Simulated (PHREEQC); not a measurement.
Dissolve 0.025 mol/kgw Pb(NO3)2, 0.0011 mol/kgw CaCl2, 0.00013 mol/kgw NaF and 0.0012 mol/kgw NaCl at 25 °C. Closed to the air; pH follows from the charge balance.

All values are PHREEQC results (ion-association model, wateq4f.dat), not measurements.

```
quantity                   before    after
------------------------  -------  -------
pH                           4.77     4.92
ionic strength (mol/kgw)   0.0677   0.0357
Pb+2 (mol/kgw)             0.0190   0.0104
PbNO3+ (mol/kgw)          0.00513  0.00176
Cl- (mol/kgw)             0.00259  0.00141
SI of Matlockite (PbClF)    +0.59    -0.10
SI of Pb(OH)2 (Pb(OH)2)     -0.72    -0.59
```

Problem. Which change was made?
A. diluted 2-fold with water
B. NaF from 0.00013 to 0.0013 mol/kgw
C. diluted 5-fold with water
D. NaCl left out
E. temperature from 25 to 70 °C

Solution. A, diluted 2-fold with water

Precipitation was switched off in this run. Some of these states are supersaturated (in Matlockite, for instance).
